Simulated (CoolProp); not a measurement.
Values from CoolProp's reference Helmholtz-energy equation of state, Lemmon 2006. It is a short technical equation, of lower accuracy than the large ones.

Task: For nitrous oxide, give the phase and the cv (kJ/(kg K)) at 342.3 K and 0.022 MPa.

Result: 
- 342.3 K and 0.022 MPa: gas; cv 0.731
